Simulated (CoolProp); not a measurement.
A single-stage vapour-compression cycle with the fluid: evaporating at 299.15 K (dew point), condensing at 337.15 K (bubble point), superheat 5 K, subcooling 5 K, compressor efficiency 0.8, no pressure losses. The same conditions are run with several fluids, on thermodynamics alone (safety and materials aside).

Values from CoolProp's reference Helmholtz-energy equation of state of each fluid (chloromethane (R40): Thol 2014; R365MFC: Lemmon 2016; R142b: Lemmon 2006; R1132(E): Akasaka 2024; R236FA: Pan 2012; R245ca: Zhou 2016).

```tsv
fluid	cooling COP	pressure ratio	discharge temperature (K)	refrigerating effect (kJ/kg)	volumetric capacity (kJ/m³)
chloromethane (R40)	[?]	2.63	380.6	322	4270
R365MFC	5.51	3.76	337.2	153	546
R142b	5.44	2.77	347.6	161	2450
R1132(E)	4.44	2.39	360.2	[?]	8330
R236FA	5.20	3.01	338.1	[?]	1980
R245ca	5.54	3.54	340.1	162	929
```

Q: Some entries are withheld; supply them.

A: 
- chloromethane (R40), cooling COP: 5.47
- R1132(E), refrigerating effect (kJ/kg): 151
- R236FA, refrigerating effect (kJ/kg): 107

The compression ends wet for: R365MFC.
